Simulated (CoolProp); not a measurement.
Values from CoolProp's reference Helmholtz-energy equation of state, Lemmon 2006. It is a short technical equation, of lower accuracy than the large ones.

**Question.** Give the vapour pressure (kPa), liquid density (kg/m³), vapour density (kg/m³), enthalpy of vaporisation (kJ/kg) of saturated carbon monoxide at 95.3, 110 K.

**Answer.** 
| T (K) | p (kPa) | liquid density (kg/m³) | vapour density (kg/m³) | enthalpy of vaporisation (kJ/kg) |
|---|---|---|---|---|
| 95.3 | 378 | 730 | 14.9 | 193 |
| 110 | 1070 | 647 | 41.7 | 161 |
